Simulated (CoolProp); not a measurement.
Properties of chloromethane (R40) at several states.

Model: reference Helmholtz-energy equation of state, Thol 2014, in CoolProp.

```csv
T (°C),p (bar),phase,cp (kJ/(kg K)),cv (kJ/(kg K)),speed of sound (m/s),isothermal compressibility (1/MPa),expansivity (1/kK),fugacity coefficient
80.25,0.929,gas,0.8988,0.7271,265.9,10.86,2.915,0.9913
-21.45,76.9,liquid,1.561,1.036,1076,0.001291,1.649,0.01699
130.55,8.9,gas,1.037,0.8244,273.0,1.192,2.984,0.9472
192.55,0.136,gas,1.048,0.8832,301.6,73.57,2.151,0.9995
```
